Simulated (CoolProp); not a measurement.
Vapour-liquid equilibrium of fluoroethane (R161) (1) + R1234yf (2) at -86.25 °C; x and y are mole fractions of (1).

Model: multi-fluid Helmholtz-energy mixture model, Wu 2012 and Lemmon 2022; pair parameters Bell 2016, in CoolProp.

| x | bubble pressure (kPa) | y at the bubble point | dew pressure at overall composition x (kPa) | liquid density (mol/L) |
|---|---|---|---|---|
| 0.05 | 3.481 | 0.095 | 3.400 | 12.59 |
| 0.2 | 3.941 | 0.323 | 3.682 | 13.28 |
| 0.35 | 4.338 | 0.491 | 4.003 | 14.03 |
| 0.5 | 4.673 | 0.625 | 4.359 | 14.86 |
| 0.65 | 4.953 | 0.740 | 4.735 | 15.78 |
| 0.8 | 5.184 | 0.848 | 5.087 | 16.81 |
| 0.95 | 5.368 | 0.960 | 5.355 | 17.96 |

No azeotrope shows between x = 0.05 and 0.95.

Pair parameters are fitted to limited data, so mixtures are less certain than the pure fluids.
